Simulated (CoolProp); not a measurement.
R1234ze(Z) along the isotherm 342.3 K: density (kg/m³) from the reference equation and from simpler models built on Tc = 423.3 K, pc = 3531 kPa, ω = 0.327; each cubic takes its own stable root.

Model: reference Helmholtz-energy equation of state, Akasaka 2019, in CoolProp.

```
p (kPa)   phase   reference  Redlich-Kwong  Soave-Redlich-Kwong  Peng-Robinson
-------  ------  ----------  -------------  -------------------  -------------
1260     liquid        1099          826.4                880.6          998.7
2520     liquid        1107          842.5           (withheld)           1010
3780     liquid        1115          856.5                901.9           1020
5040     liquid        1122          869.1                911.2           1030
6300     liquid        1129          880.4                919.9           1039
7570     liquid        1135          890.9                928.0           1047
8830     liquid        1141          900.5                935.5           1054
10100    liquid        1147          909.4                942.6           1062
11300    liquid  (withheld)          917.3           (withheld)           1068
12600    liquid        1158          925.3                955.5     (withheld)
13900    liquid        1163          932.8                961.7     (withheld)
15100    liquid        1168          939.3                967.1           1087
16400    liquid        1173          946.1                972.8           1093
17700    liquid        1178          952.4                978.1     (withheld)
```

Problem. Some entries are withheld; supply them.

Solution. 
- 2520, Soave-Redlich-Kwong: 891.7
- 11300, reference: 1153
- 11300, Soave-Redlich-Kwong: 949.0
- 12600, Peng-Robinson: 1075
- 13900, Peng-Robinson: 1081
- 17700, Peng-Robinson: 1098
